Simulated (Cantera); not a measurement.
**Stirred combustor or abatement burner**

A perfectly stirred reactor is fed with H2 : O2 : N2 : NO = 1 : 0.962 : 3.62 : 0.0069 (molar parts), at 14300 Torr; it is adiabatic with a 475 K inlet, and is followed from long to short residence time, starting on the burning branch (τ in s: 0.44, 0.16, 0.062, 0.023, 0.0086, 0.0032, 0.0012, 0.00045, 0.00017, 6.3e-05, 2.4e-05).

Detailed kinetics in Cantera: GRI-Mech 3.0 (53 species, 325 reactions). The hydrogen kinetics of GRI-Mech 3.0 are dated; newer H2 mechanisms differ, most at raised pressure. The pressure lies above the range GRI-Mech 3.0 was tuned for (to about 10 atm). The mechanism lacks 2 NO + O2 → 2 NO2 and HONO, so NO2 and the effect of NO are under-described below about 1400 K.

```
τ (s)    T (K)      x H2    x O2     x NO      x OH    x NO2     x HO2
-------  -----  --------  ------  -------  --------  -------  --------
0.44      1831   1.25e-5  0.0906  0.00145  0.000456  9.89e-6   2.14e-6
0.16      1831   1.54e-5  0.0906  0.00139  0.000462  9.69e-6   2.22e-6
0.062     1831   2.23e-5  0.0906  0.00136  0.000477  1.00e-5   2.41e-6
0.023     1831   3.96e-5  0.0906  0.00135  0.000512  1.12e-5   2.91e-6
0.0086    1830   7.84e-5  0.0906  0.00135  0.000582  1.37e-5   4.11e-6
0.0032    1829  0.000161  0.0906  0.00134  0.000699  1.80e-5   6.84e-6
0.0012    1827  0.000328  0.0906  0.00133  0.000868  2.36e-5   1.26e-5
0.00045   1824  0.000665  0.0907  0.00133   0.00109  2.86e-5   2.46e-5
0.00017   1817   0.00135  0.0909  0.00132   0.00137  3.08e-5   4.86e-5
6.3e-5    1805   0.00277  0.0914  0.00132   0.00170  2.97e-5   9.73e-5
2.4e-5    1781   0.00570  0.0925  0.00132   0.00202  2.64e-5  0.000188
```
x: mole fraction; the columns are a selection and need not sum to one.
